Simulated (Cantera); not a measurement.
Ignition delay

Mixture: 8.24 % CH4, 3.05 % CO, 15.0 % O2, 56.4 % N2, 17.3 % H2O, at 3750 Torr, adiabatic and at constant volume. Ignition delay is the time to a rise of 400 K.

Detailed kinetics in Cantera: GRI-Mech 3.0 (53 species, 325 reactions).

| T0 (K) | delay (ms) |
|---|---|
| 1175 | 24.7 |
| 1275 | 6.67 |
| 1375 | 2.03 |
| 1475 | 0.668 |
| 1575 | 0.235 |
| 1675 | 0.0903 |

| Quantity | Result |
|---|---|
| apparent activation energy between 1475 and 1675 K | 210 kJ/mol |
